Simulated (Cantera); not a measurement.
**Titanium nitride, carbide and oxide coatings: Ti(OiPr)4 + H2**

Feed: 1 mol Ti(OiPr)4, 2.9 mol H2, at 75.0 Torr.

Method: chemical equilibrium by Gibbs-energy minimisation in Cantera with the NASA 1993 tables (ideal gas, pure condensed phases). Candidate condensed phases: C, C6H6, C7H8, C8H18, H2O, Ti, TiC, TiO, TiO2, Ti2O3, Ti3O5, Ti4O7; 113 gas species. The feed counts by its element totals alone. TiC: taken at fixed stoichiometry. Condensed phases not in the tables: Magnéli phases beyond Ti4O7. Equilibrium is a limit: real reactors are often held back by kinetics, nucleation or transport.

At 1150 K the condensed part is C(graphite) + Ti4O7(s). From 1225 K to 1300 K the condensed part is C(graphite) + Ti3O5(s). From 1375 K to 1750 K the condensed part is C(graphite) + TiC(s).

```json
[
 {"T (K)": "1150", "x H2": "0.880", "x CO": "0.117", "x CH4": "0.00181", "x H": "2.21e-7", "x H2O": "0.000484", "x C2H2 (acetylene)": "3.41e-8", "n C(graphite)": "9.73", "n Ti4O7(s)": "0.250", "n Ti3O5(s)": "0", "n TiC(s)": "0"},
 {"T (K)": "1225", "x H2": "0.878", "x CO": "0.121", "x CH4": "0.00101", "x H": "9.23e-7", "x H2O": "0.000209", "x C2H2 (acetylene)": "1.42e-7", "n C(graphite)": "9.65", "n Ti4O7(s)": "0", "n Ti3O5(s)": "0.333", "n TiC(s)": "0"},
 {"T (K)": "1300", "x H2": "0.878", "x CO": "0.121", "x CH4": "0.000606", "x H": "3.28e-6", "x H2O": "9.71e-5", "x C2H2 (acetylene)": "5.06e-7", "n C(graphite)": "9.66", "n Ti4O7(s)": "0", "n Ti3O5(s)": "0.333", "n TiC(s)": "0"},
 {"T (K)": "1375", "x H2": "0.808", "x CO": "0.191", "x CH4": "0.000325", "x H": "9.74e-6", "x H2O": "7.12e-5", "x C2H2 (acetylene)": "1.44e-6", "n C(graphite)": "6.99", "n Ti4O7(s)": "0", "n Ti3O5(s)": "0", "n TiC(s)": "1.00"},
 {"T (K)": "1450", "x H2": "0.808", "x CO": "0.191", "x CH4": "0.000216", "x H": "2.69e-5", "x H2O": "3.86e-5", "x C2H2 (acetylene)": "3.94e-6", "n C(graphite)": "7.00", "n Ti4O7(s)": "0", "n Ti3O5(s)": "0", "n TiC(s)": "1.00"},
 {"T (K)": "1525", "x H2": "0.808", "x CO": "0.191", "x CH4": "0.000149", "x H": "6.73e-5", "x H2O": "2.23e-5", "x C2H2 (acetylene)": "9.77e-6", "n C(graphite)": "7.00", "n Ti4O7(s)": "0", "n Ti3O5(s)": "0", "n TiC(s)": "1.00"},
 {"T (K)": "1600", "x H2": "0.808", "x CO": "0.191", "x CH4": "0.000107", "x H": "0.000155", "x H2O": "1.35e-5", "x C2H2 (acetylene)": "2.22e-5", "n C(graphite)": "7.00", "n Ti4O7(s)": "0", "n Ti3O5(s)": "0", "n TiC(s)": "1.00"},
 {"T (K)": "1675", "x H2": "0.808", "x CO": "0.191", "x CH4": "7.87e-5", "x H": "0.000330", "x H2O": "8.60e-6", "x C2H2 (acetylene)": "4.69e-5", "n C(graphite)": "7.00", "n Ti4O7(s)": "0", "n Ti3O5(s)": "0", "n TiC(s)": "1.00"},
 {"T (K)": "1750", "x H2": "0.808", "x CO": "0.191", "x CH4": "5.96e-5", "x H": "0.000661", "x H2O": "5.69e-6", "x C2H2 (acetylene)": "9.28e-5", "n C(graphite)": "6.99", "n Ti4O7(s)": "0", "n Ti3O5(s)": "0", "n TiC(s)": "1.00"}
]
```
x: gas mole fraction; n: condensed amount in mol.
